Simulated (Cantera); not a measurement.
Feed: 1 mol Pb, 4.7 mol N₂, at 1200 K.

Method: chemical equilibrium by Gibbs-energy minimisation in Cantera with the NASA 1993 tables (ideal gas, pure condensed phases). Candidate condensed phases: Pb; 4 gas species. Rates play no part.

x: gas mole fraction; n: condensed amount in mol.

```json
[
 {"P (Pa)": "10", "x N₂": "0.825", "x Pb": "0.175", "x Pb₂": "1.78e-7", "n Pb(l)": "0"},
 {"P (Pa)": "68", "x N₂": "0.825", "x Pb": "0.175", "x Pb₂": "…", "n Pb(l)": "0"},
 {"P (Pa)": "460", "x N₂": "0.860", "x Pb": "0.140", "x Pb₂": "5.21e-6", "n Pb(l)": "0.236"},
 {"P (Pa)": "3200", "x N₂": "0.980", "x Pb": "0.0201", "x Pb₂": "7.49e-7", "n Pb(l)": "0.904"},
 {"P (Pa)": "22000", "x N₂": "0.997", "x Pb": "…", "x Pb₂": "…", "n Pb(l)": "0.986"},
 {"P (Pa)": "150000", "x N₂": "1.000", "x Pb": "0.000429", "x Pb₂": "1.60e-8", "n Pb(l)": "0.998"},
 {"P (Pa)": "1000000", "x N₂": "1.000", "x Pb": "6.43e-5", "x Pb₂": "2.40e-9", "n Pb(l)": "1.000"}
]
```

Question: Some entries are withheld; supply them.

Answer: 
- 22000, x Pb: 0.00292
- 22000, x Pb₂: 1.09e-7
- 68, x Pb₂: 1.21e-6
